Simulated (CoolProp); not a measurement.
A simple Rankine cycle with R245fa: condensing at 303.15 K, boiler at 1.87 MPa, turbine inlet 439 K, turbine efficiency 0.75, pump efficiency 0.6, no recuperator. Each further row changes one setting.

Computed with CoolProp (reference Helmholtz-energy equation of state, Akasaka 2015).

```json
[
 {"case": "as stated", "thermal efficiency (%)": "12.5", "net work (kJ/kg)": "38.4", "heat in (kJ/kg)": "306", "turbine exit temperature (K)": "___", "volume ratio over the turbine": "10.9"},
 {"case": "condensing temperature 295.15 K", "thermal efficiency (%)": "13.7", "net work (kJ/kg)": "___", "heat in (kJ/kg)": "317", "turbine exit temperature (K)": "___", "volume ratio over the turbine": "14.5"},
 {"case": "boiler pressure 1.31 MPa", "thermal efficiency (%)": "11.0", "net work (kJ/kg)": "34.4", "heat in (kJ/kg)": "___", "turbine exit temperature (K)": "395.8", "volume ratio over the turbine": "7.35"},
 {"case": "turbine efficiency 0.65", "thermal efficiency (%)": "10.8", "net work (kJ/kg)": "33.0", "heat in (kJ/kg)": "306", "turbine exit temperature (K)": "390.4", "volume ratio over the turbine": "___"}
]
```

Complete the blanks.


- as stated, turbine exit temperature (K): 385.1
- condensing temperature 295.15 K, net work (kJ/kg): 43.3
- condensing temperature 295.15 K, turbine exit temperature (K): 379.8
- boiler pressure 1.31 MPa, heat in (kJ/kg): 313
- turbine efficiency 0.65, volume ratio over the turbine: 11.1
